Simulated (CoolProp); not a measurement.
A single-stage vapour-compression cycle with the fluid: evaporating at 243.15 K (dew point), condensing at 313.15 K (bubble point), superheat 10 K, subcooling 2 K, compressor efficiency 0.75, no pressure losses. The same conditions are run with several fluids, on thermodynamics alone (safety and materials aside).

Model: reference Helmholtz-energy equation of state of each fluid (R227EA: Lemmon 2016; isobutene: Lemmon 2005; vinyl chloride: Thol 2022; R410A: Lemmon 2003; R22: Kamei 1995; CH2F2 (R32): Tillner-Roth 1997), in CoolProp. Blends and air are pseudo-pure fits.

```
fluid           cooling COP  pressure ratio  discharge temperature (K)  refrigerating effect (kJ/kg)  volumetric capacity (kJ/m³)
--------------  -----------  --------------  -------------------------  ----------------------------  ---------------------------
R227EA                 1.60            13.0                      318.7                          67.9                          304
isobutene              1.97            12.6                      346.8                           272                          275
vinyl chloride         2.04            12.2                      405.5                           273                          409
R410A                  1.74            9.01                      378.7                           156                         1560
R22                    1.89            9.36                      386.1                           152                         1070
CH2F2 (R32)            1.79            9.06                      420.4                           245                         1770
```
